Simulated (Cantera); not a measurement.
Ignition delay

Mixture: 8.54 % CH4, 1.02 % CO, 12.6 % O2, 77.9 % N2, equivalence ratio 1.4, at 3900 Torr, adiabatic and at constant volume. Ignition delay is the time to a rise of 400 K.

Model: GRI-Mech 3.0 (53 species, 325 reactions), integrated in Cantera.

| T0 (K) | delay (ms) |
|---|---|
| 1300 | 5.67 |
| 1375 | 2.33 |
| 1450 | 0.999 |
| 1525 | 0.449 |
| 1600 | 0.212 |
| 1675 | 0.106 |
| 1750 | 0.0569 |
| 1825 | 0.0325 |
| 1900 | 0.0198 |
| 1975 | 0.0127 |

The apparent activation energy between 1825 and 1975 K is 190 kJ/mol.
